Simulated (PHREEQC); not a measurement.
Dissolve 0.0014 mol Al2(SO4)3 and 0.13 mol NaHCO3 per kg of water at 10 °C. Closed to the air; pH follows from the charge balance.

The numbers come from PHREEQC with the ion-association model, wateq4f.dat.

No solid was allowed to form.

Q: Predict the pH.

A: pH 7.35.

Q: In which forms is S present?

A: SO4-2 84 %, NaSO4- 16 % of the S.

The solution is supersaturated, for example in Al(OH)3(a), Boehmite (slow to form), so a real one may precipitate; this is no full list. Species that the database lacks are ignored. Constants without temperature data keep their 25 °C values here.
